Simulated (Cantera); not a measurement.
Thermodynamics of fluorocarbon and chlorocarbon gases, feed C2F6 + HCl

Input: 1 mol C2F6, a varied amount of HCl, equilibrated at 2848 K and 1.50 mbar.

These are equilibrium values from Cantera (NASA tables, ideal gas, pure condensed phases), not measurements of a reactor. Candidate condensed phases: C, C6H6, C7H8, C8H18; 118 gas species. The feed counts by its element totals alone. Equilibrium is a limit: real reactors are often held back by kinetics, nucleation or transport.

```csv
n(HCl) (mol),log p F,log p Cl,log p HF,log p CF,log p C3,log p CF2,log p H,log p C,n C(graphite)
0.072,-2.90,-4.77,-4.78,-3.98,-4.25,-4.67,-6.25,-4.96,0.652
0.27,-2.93,-4.21,-4.22,-4.01,-4.25,-4.73,-5.66,-4.96,0.644
0.46,-2.95,-3.99,-4.01,-4.04,-4.25,-4.78,-5.42,-4.96,0.636
0.65,-2.98,-3.85,-3.87,-4.06,-4.25,-4.84,-5.25,-4.96,0.628
0.85,-3.01,-3.75,-3.77,-4.09,-4.25,-4.90,-5.12,-4.96,0.618
1,-3.03,-3.69,-3.71,-4.11,-4.25,-4.94,-5.04,-4.96,0.610
1.2,-3.06,-3.63,-3.65,-4.14,-4.25,-5.00,-4.95,-4.96,0.599
1.4,-3.09,-3.57,-3.59,-4.17,-4.25,-5.06,-4.87,-4.96,0.587
1.6,-3.12,-3.53,-3.55,-4.20,-4.25,-5.12,-4.80,-4.96,0.575
```
log p: log10 of the partial pressure in bar; n: condensed amount in mol.

From 0.072 mol HCl to 1.6 mol HCl the condensed part is C(graphite). The main C-bearing gas is C3 throughout. The share of C in condensed phases is highest at 0.072 mol HCl (32.6 %) and lowest at 1.6 mol HCl (28.7 %).
